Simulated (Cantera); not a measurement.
## HgO + H₂ + N₂ (iron carbonyl, mercury and lead vapours)

Input: 1 mol HgO, 0.054 mol H₂, a varied amount of N₂, held at 1323.15 K and 0.465 Torr.

Equilibrium computed with Cantera from the NASA thermochemical tables; the gas is ideal and each condensed phase is pure. Candidate condensed phases: H₂O, Hg, HgO; 25 gas species. Rates play no part.

From 3 mol N₂ to 48 mol N₂ nothing is condensed. The main Hg-bearing gas is Hg throughout.

```csv
n(N₂) (mol),x N₂,x Hg,x O₂,x H₂O,x NO,x OH
3,0.663,0.221,0.104,0.0119,0.000297,2.51e-5
4,0.724,0.181,0.0854,0.00976,0.000281,2.16e-5
5.3,0.776,0.146,0.0691,0.00790,0.000261,1.84e-5
7,0.821,0.117,0.0553,0.00632,0.000241,1.56e-5
9.2,0.858,0.0932,0.0440,0.00503,0.000219,1.31e-5
12,0.887,0.0739,0.0349,0.00399,0.000198,1.10e-5
16,0.913,0.0571,0.0269,0.00308,0.000177,9.08e-6
21,0.932,0.0444,0.0209,0.00239,0.000158,7.52e-6
27,0.946,0.0351,0.0165,0.00189,0.000141,6.30e-6
36,0.959,0.0266,0.0125,0.00144,0.000124,5.13e-6
48,0.969,0.0202,0.00949,0.00109,0.000108,4.16e-6
```
x: gas mole fraction; nothing condenses.
